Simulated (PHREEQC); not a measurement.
Consider water at 30 °C with 0.0046 mol/kgw FeSO4, 0.029 mol/kgw H3AsO4 and 0.018 mol/kgw Na2SO4. Closed to the air; pH follows from the charge balance.

The numbers come from PHREEQC with the ion-association model, wateq4f.dat.

No solid was allowed to form.

Task: What pH, ionic strength does the model give?

Result: pH 2.17; ionic strength 0.0663 mol/kgw.

Task: In which forms is S present?

Result: SO4-2 63 %, HSO4- 25 %, FeSO4 6.8 %, NaSO4- 4.8 % of the S.

Complexes and solids missing from the database can't appear.
